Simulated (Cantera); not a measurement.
# Fluorocarbon and chlorocarbon gases: CH2F2 + Si + H2

Charge: 1 mol CH2F2, 0.056 mol Si, 0.1 mol H2, held at 0.00900 Torr.

These are equilibrium values from Cantera (NASA tables, ideal gas, pure condensed phases), not measurements of a reactor. Candidate condensed phases: C, C6H6, C7H8, C8H18, Si, SiC; 113 gas species. The tables' values for SiF3, SiF2 are old estimates; treat these amounts as uncertain. Kinetics and transport are ignored.

```csv
T (K),log p HF,log p H2,log p SiF4,log p H,log p SiF3,log p SiF2,log p F,n C(graphite)
1350,-4.98,-5.91,-6.48,-8.58,-8.91,-11.46,-12.73,1.000
1400,-4.98,-5.91,-6.49,-8.27,-8.57,-10.82,-12.24,1.000
1450,-4.98,-5.91,-6.49,-7.98,-8.25,-10.22,-11.78,1.000
1500,-4.98,-5.91,-6.50,-7.71,-7.96,-9.67,-11.34,1.000
1550,-4.98,-5.92,-6.51,-7.46,-7.70,-9.17,-10.94,1.000
1600,-4.98,-5.92,-6.54,-7.23,-7.46,-8.71,-10.55,1.000
1650,-4.98,-5.94,-6.57,-7.01,-7.26,-8.30,-10.19,1.000
```
log p: log10 of the partial pressure in bar; n: condensed amount in mol.

From 1350 K to 1650 K the condensed part is C(graphite). The main Si-bearing gas is SiF4 throughout.
